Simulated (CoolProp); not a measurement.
Properties of n-nonane along the isotherm 600 K (Tc = 594.5 K, pc = 2282 kPa, ω = 0.443).

Values from CoolProp's reference Helmholtz-energy equation of state, Lemmon 2006. It is a short technical equation, of lower accuracy than the large ones.

```
p (kPa)          phase  speed of sound (m/s)  isothermal compressibility (1/MPa)  Prandtl number
-------  -------------  --------------------  ----------------------------------  --------------
72.2               gas                 197.5                               14.00           0.747
137                gas                 195.6                               7.455           0.747
259                gas                 192.0                               4.025           0.747
492                gas                 184.7                               2.213           0.750
932                gas                 169.1                               1.300           0.764
1770               gas                 128.3                               1.017           0.882
3350     supercritical                 181.8                              0.1094            2.75
6350     supercritical                 321.2                             0.02662            2.91
12000    supercritical                 456.8                             0.01150            3.18
22800    supercritical                 614.8                            0.005699            3.53
```

Viscosity comes from a separate model (Huber 2004). Thermal conductivity comes from a separate model (Huber 2005).
